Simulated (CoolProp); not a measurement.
Vapour-liquid equilibrium of carbon dioxide (1) + hydrogen sulfide (2) at 1.44 MPa; x and y are mole fractions of (1).

Computed with CoolProp (multi-fluid Helmholtz-energy mixture model, Span 1996 and Lemmon 2006; pair parameters Kunz 2012).

**Question.** Give the bubble temperature and the first vapour's composition at x = 0.25, 0.85, 0.95. Is there an azeotrope?

**Answer.** x = 0.25: -14.5 °C, y = 0.602; x = 0.85: -28.3 °C, y = 0.902; x = 0.95: -29.4 °C, y = 0.962. No azeotrope shows between x = 0.05 and 0.95.

The pair parameters rest on a limited set of measurements; away from them the model extrapolates.
